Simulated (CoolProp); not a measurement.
Properties of acetone along the isobar 23400 kPa.

Values from CoolProp's reference Helmholtz-energy equation of state, Lemmon 2006. It is a short technical equation, of lower accuracy than the large ones.

```
T (°C)          phase       Z  speed of sound (m/s)
------  -------------  ------  --------------------
148.95         liquid  0.5709                 863.1
163.15         liquid  0.5655                 818.9
177.35         liquid  0.5614                 776.2
191.55         liquid  0.5586                 735.0
205.75         liquid  0.5571                 695.3
220.05         liquid  0.5569                   [?]
234.25         liquid     [?]                 620.8
248.45  supercritical     [?]                 586.5
262.65  supercritical  0.5645                 554.2
276.85  supercritical  0.5700                 524.1
```

Fill in the missing entries.


- 220.05, speed of sound (m/s): 657.0
- 234.25, Z: 0.5580
- 248.45, Z: 0.5606
